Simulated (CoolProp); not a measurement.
Properties of cyclohexane along the isobar 0.735 MPa.

Model: reference Helmholtz-energy equation of state, Zhou 2014, in CoolProp.

```csv
T (K),phase,Z,expansivity (1/kK),viscosity (µPa s)
300.9,liquid,0.03203,1.222,858
329.9,liquid,0.03031,1.312,558
358.9,liquid,0.02898,1.429,392
387.9,liquid,0.02801,1.588,287
416.9,liquid,0.02738,1.825,217
445.9,gas,0.8592,3.707,10.3
474.9,gas,0.8896,3.084,10.9
504,gas,0.9112,2.677,11.5
533,gas,0.9271,2.389,12.1
562,gas,0.9392,2.171,12.6
591,gas,0.9487,1.999,13.2
620,gas,0.9563,1.859,13.8
```

Viscosity comes from a separate model (Tariq 2014).
